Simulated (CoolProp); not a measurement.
Propyne along the isotherm 131.75 °C: fugacity coefficient from the reference equation and from simpler models built on Tc = 129.6 °C, pc = 5658 kPa, ω = 0.204; each cubic takes its own stable root.

Computed with CoolProp (reference Helmholtz-energy equation of state, Polt 1992). This equation is an older, rougher fit; its heat capacities, sound speeds and derivatives of the liquid may be far off and weren't checked against measurements.

```json
[
 {"p (kPa)": "2180", "phase": "gas", "reference": "0.8713"},
 {"p (kPa)": "4350", "phase": "gas", "reference": "0.7466"},
 {"p (kPa)": "6530", "phase": "supercritical", "reference": "0.6002"},
 {"p (kPa)": "8700", "phase": "supercritical", "reference": "0.4815"},
 {"p (kPa)": "10900", "phase": "supercritical", "reference": "0.4088"},
 {"p (kPa)": "13100", "phase": "supercritical", "reference": "0.3608"},
 {"p (kPa)": "15200", "phase": "supercritical", "reference": "0.3284"},
 {"p (kPa)": "17400", "phase": "supercritical", "reference": "0.3034"},
 {"p (kPa)": "19600", "phase": "supercritical", "reference": "0.2844"},
 {"p (kPa)": "21800", "phase": "supercritical", "reference": "0.2698"},
 {"p (kPa)": "23900", "phase": "supercritical", "reference": "0.2588"},
 {"p (kPa)": "26100", "phase": "supercritical", "reference": "0.2497"},
 {"p (kPa)": "28300", "phase": "supercritical", "reference": "0.2425"}
]
```

### Question
How far does each simpler model (van der Waals, Redlich-Kwong, Soave-Redlich-Kwong, Peng-Robinson) lie from the reference over these 13 states: mean and median of the absolute difference, and the worst?

### Answer
- van der Waals: mean 16.8 %, median 17.0 %, worst +31.9 % at 131.75 °C and 28300 kPa
- Redlich-Kwong: mean 4.8 %, median 5.4 %, worst +8.5 % at 131.75 °C and 28300 kPa
- Soave-Redlich-Kwong: mean 5.2 %, median 5.7 %, worst +8.9 % at 131.75 °C and 28300 kPa
- Peng-Robinson: mean 1.4 %, median 1.2 %, worst -2.1 % at 131.75 °C and 4350 kPa
